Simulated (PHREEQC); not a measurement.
A made-up water analysis in mmol/kgw, 25 °C, pH 5.94, pe 9.8: Na 0.00778; K 0.00294; Ca 0.0143; Mg 0.00575; Cl 0.0334; S(6) 0.00558; Alkalinity (meq/kgw) 0.00781; Cu(2) 0.000269; Zn 2.16e-05; Pb 0.000944; Br 0.000345; N(5) 5.66e-06; O(0) (counted as O atoms) 0.000121.

Na is adjusted to close the charge balance.
Valence states are taken as typed.

Model: ion-association model, wateq4f.dat, run in PHREEQC.

| quantity | before | after |
|---|---|---|
| CO2 (mol/kgw) | 2.28e-5 | 4.23e-5 |
| HCO3- (mol/kgw) | 8.91e-6 | 1.66e-5 |
| CaSO4 (mol/kgw) | 1.46e-8 | 5.63e-8 |
| SI of Pb(OH)2 (Pb(OH)2) | -2.33 | -2.04 |
| SI of Tenorite (CuO) | -2.34 | -2.05 |

Task: What was changed between the two runs?
(A) pH from 5.94 to 5.64 at the same alkalinity
(B) temperature from 25 to 35 °C at the same typed pH
(C) Cu(2) from 0.000269 to 0.000538 mmol/kgw
(D) all concentrations times 2 at the same typed pH

Result: D, all concentrations times 2 at the same typed pH

No solid was allowed to form.
